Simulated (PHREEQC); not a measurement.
Make-up at 66 °C: 0.11 mol/kgw NH4Cl, 0.0078 mol/kgw K2HPO4 and 0.077 mol/kgw Na2S. Closed to the air; pH follows from the charge balance.

The numbers come from PHREEQC with the ion-association model, wateq4f.dat.

No solid was allowed to form.

Task: Predict the pH.

Result: pH 8.66.

Task: In which forms is N present?

Result: NH3 70 %, NH4+ 30 % of the N.

Complexes and solids missing from the database can't appear. H3PO4, which wateq4f.dat lacks, is added to it with the constant of phreeqc.dat. Away from 25 °C the constants follow the database's enthalpies or fits; those with neither stay at their 25 °C values. The polysulfide entries of wateq4f.dat were taken out for this run.
